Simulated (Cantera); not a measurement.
A closed system holds: 1 mol SiH₂Cl₂, 2.5 mol CH₄, 2.1 mol H₂, equilibrated at 1952 °C and 0.100 bar.

Equilibrium computed with Cantera from the NASA thermochemical tables; the gas is ideal and each condensed phase is pure. Candidate condensed phases: C, C₆H₆, C₇H₈, C₈H₁₈, Si, SiC; 109 gas species. The tables' values for SiCl, SiCl₃ are old estimates; treat these amounts as uncertain. Gases not in the tables: Si₂H₆ and higher silanes. Equilibrium is a limit: real reactors are often held back by kinetics, nucleation or transport.

Base state: H₂ 0.772, HCl 0.192, H 0.0180, SiCl₂ 0.0104, Cl 0.00325, C₂H₂ (acetylene) 0.00227, Si 0.000542, SiCl 0.000421 (mole fractions); condensed: C(graphite) + SiC(s).

Q: What changes in the equilibrium state with this change: temperature from 1952 °C to 1852 °C?

A: 
```csv
species,before,after
H₂,0.772,0.779
HCl,0.192,0.198
H,0.0180,0.0101
SiCl₂,0.0104,0.00890
SiC₂,5.72e-5,1.05e-5
Si₂C,3.46e-5,6.60e-6
Si,0.000542,0.000147
SiH,6.36e-5,2.11e-5
SiCl,0.000421,0.000176
"C(graphite), mol",1.56,1.56
"SiC(s), mol",0.892,0.914
```

Q: What changes in the equilibrium state with this change: temperature from 1952 °C to 2300 °C?

A: 
| species | before | after |
|---|---|---|
| H₂ | 0.772 | 0.678 |
| HCl | 0.192 | 0.154 |
| H | 0.0180 | 0.0895 |
| Si | 0.000542 | 0.0228 |
| Cl | 0.00325 | 0.0142 |
| SiCl₂ | 0.0104 | 0.0137 |
| C₃ | 3.98e-8 | 1.50e-5 |
| SiC | 5.13e-8 | 1.50e-5 |
| Si₂ | 1.05e-6 | 0.000192 |
| C(graphite), mol | 1.56 | 1.70 |
| SiC(s), mol | 0.892 | 0.416 |

Q: What changes in the equilibrium state with this change: CH₄ from 2.5 to 0.43 mol?

A: 
```
species             before    after
----------------  --------  -------
H₂                   0.772    0.681
HCl                  0.192    0.189
SiCl₂               0.0104   0.0988
Si                0.000542  0.00469
H                   0.0180   0.0169
Si₃                2.36e-8  1.52e-5
C₂H₂ (acetylene)   0.00227  2.68e-5
Si₂                1.05e-6  7.88e-5
CH₄                1.49e-5  1.34e-6
C(graphite), mol      1.56        0
SiC(s), mol          0.892    0.428
Si(l), mol               0   0.0185
```
Mutual solubility and eutectic melting of coexisting phases are not modelled.
